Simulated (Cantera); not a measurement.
**SiH2Cl2 + H2O + O2 (silicon oxide and oxynitride deposition)**

A closed system holds: 1 mol SiH2Cl2, 5.6 mol H2O, 11 mol O2, equilibrated at 0.133 bar.

Cantera equilibrium calculation (NASA polynomials, part measured and part estimated; ideal gas, pure solids and liquids). Candidate condensed phases: H2O, Si, SiO2; 30 gas species. The tables hold silica as quartz up to 1696 K and as liquid above; real silica turns to tridymite and cristobalite and melts near 1996 K. Gases not in the tables: Si(OH)4. Equilibrium is a limit: real reactors are often held back by kinetics, nucleation or transport.

```csv
T (K),x O2,x H2O,x HCl,x Cl2,x Cl,n SiO2(β-quartz)
850,0.566,0.329,0.0959,0.00910,7.29e-6,1.00
925,0.567,0.324,0.103,0.00542,2.33e-5,1.00
1000,0.567,0.322,0.107,0.00332,6.13e-5,1.00
1075,0.568,0.321,0.109,0.00211,0.000139,1.00
1150,0.568,0.320,0.111,0.00141,0.000282,1.00
1225,0.568,0.320,0.111,0.000973,0.000521,1.00
1300,0.568,0.319,0.111,0.000696,0.000896,1.00
1375,0.567,0.319,0.111,0.000513,0.00145,1.00
1450,0.567,0.319,0.111,0.000387,0.00222,1.00
```
x: gas mole fraction; n: condensed amount in mol.

From 850 K to 1450 K the condensed part is SiO2(β-quartz).
